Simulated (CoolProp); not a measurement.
C3F8 (R218) along the isotherm 273.8 K: density (kg/m³) from the reference equation and from simpler models built on Tc = 345.0 K, pc = 26.40 bar, ω = 0.317; each cubic takes its own stable root.

Values from CoolProp's reference Helmholtz-energy equation of state, Lemmon 2006. It is a short technical equation, of lower accuracy than the large ones.

```
p (bar)   phase  reference
-------  ------  ---------
22.2     liquid       1468
44.4     liquid       1485
66.7     liquid       1501
88.9     liquid       1515
111      liquid       1528
133      liquid       1540
156      liquid       1552
178      liquid       1562
200      liquid       1572
```

Q: How far does each simpler model (van der Waals, Redlich-Kwong, Soave-Redlich-Kwong, Peng-Robinson) lie from the reference over these 9 states: mean and median of the absolute difference, and the worst?

A: 
- van der Waals: mean 32.2 %, median 31.5 %, worst -36.5 % at 273.8 K and 22.2 bar
- Redlich-Kwong: mean 6.6 %, median 6.0 %, worst -10.8 % at 273.8 K and 22.2 bar
- Soave-Redlich-Kwong: mean 3.5 %, median 3.3 %, worst -6.0 % at 273.8 K and 22.2 bar
- Peng-Robinson: mean 8.5 %, median 8.8 %, worst +9.8 % at 273.8 K and 200 bar
